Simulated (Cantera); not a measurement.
Charge: 1 mol Ta, 0.013 mol H2O, held at 0.00143 Torr.

These are equilibrium values from Cantera (NASA tables, ideal gas, pure condensed phases), not measurements of a reactor. Candidate condensed phases: H2O, Ta, Ta2O5; 12 gas species. Condensed phases not in the tables: N, O or C dissolved in the metal. Kinetics and transport are ignored. All values below are at 2125 K.

Base state: H 0.667, TaO 0.140, TaO2 0.128, H2 0.0641, O 0.000324, OH 4.39e-5, H2O 3.40e-5 (mole fractions); condensed: Ta(s).

Problem. What changes in the equilibrium state with this change: Ta replaced by V?

Solution. 
| species | before | after |
|---|---|---|
| V | 0 | 0.962 |
| H | 0.667 | 0.0252 |
| VO | 0 | 0.0126 |
| TaO | 0.140 | 0 |
| TaO2 | 0.128 | 0 |
| H2 | 0.0641 | 9.12e-5 |
| H2O | 3.40e-5 | <1e-9 |
| VO2 | 0 | 1.78e-5 |
| OH | 4.39e-5 | 2.76e-8 |
| O | 0.000324 | 5.40e-6 |
| Ta(s), mol | 0.991 | 0 |
Further candidate phases: V, VO, V2O3, V2O4, V2O5.
